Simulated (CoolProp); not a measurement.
Model: reference Helmholtz-energy equation of state, Lemmon 2013, in CoolProp.

**Question.** For propylene, give the phase and the density (kg/m³), cp (kJ/(kg K)), cv (kJ/(kg K)), expansivity (1/kK) at 95.55 °C and 1.05 MPa.

**Answer.** 
- 95.55 °C and 1.05 MPa: gas; density 15.7, cp 1.91, cv 1.63, expansivity 3.52
